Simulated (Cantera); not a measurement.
An isothermal, constant-pressure homogeneous reactor starts with CH4 : N2 = 1 : 6.4 (molar parts), at 1750 K and 0.132 atm. Integrator tolerance rtol = 1e-08.

Model: GRI-Mech 3.0 (53 species, 325 reactions), integrated in Cantera. GRI-Mech 3.0 stops at C3 and has no aromatics, soot or wall deposition, so with more carbon than oxygen in the feed, carbon stays in small species such as C2H2 where larger ones or solid carbon would form.

Q: What does this change do: temperature 1750 to 1250 K?

A: 
| quantity | before | after |
|---|---|---|
| x(CH4) at 2.00 s | 0.000453 (gas-phase equilibrium 0.000125) | 0.135 (gas-phase equilibrium 0.0237) |
| x(CH3) at 2.00 s | 1.39e-5 (gas-phase equilibrium 3.85e-6) | 4.51e-6 (gas-phase equilibrium 1.61e-6) |
| x(H2) at 2.00 s | 0.178 (gas-phase equilibrium 0.178) | 4.35e-5 (gas-phase equilibrium 0.145) |
| x(CH2) at 2.00 s | 2.27e-8 (gas-phase equilibrium 6.32e-9) | 4.32e-12 (gas-phase equilibrium 3.13e-12) |
| x(C2H2) at 2.00 s | 0.0593 (gas-phase equilibrium 0.0219) | 3.45e-7 (gas-phase equilibrium 0.0222) |

Q: What does this change do: N2 6.4 to 2.8 parts?

A: 
| quantity | before | after |
|---|---|---|
| x(CH4) at 2.00 s | 0.000453 (gas-phase equilibrium 0.000125) | 0.000919 (gas-phase equilibrium 0.000454) |
| x(CH3) at 2.00 s | 1.39e-5 (gas-phase equilibrium 3.85e-6) | 2.13e-5 (gas-phase equilibrium 1.05e-5) |
| x(H2) at 2.00 s | 0.178 (gas-phase equilibrium 0.178) | 0.311 (gas-phase equilibrium 0.312) |
| x(CH2) at 2.00 s | 2.27e-8 (gas-phase equilibrium 6.32e-9) | 2.64e-8 (gas-phase equilibrium 1.31e-8) |
| x(C2H2) at 2.00 s | 0.0593 (gas-phase equilibrium 0.0219) | 0.104 (gas-phase equilibrium 0.0535) |
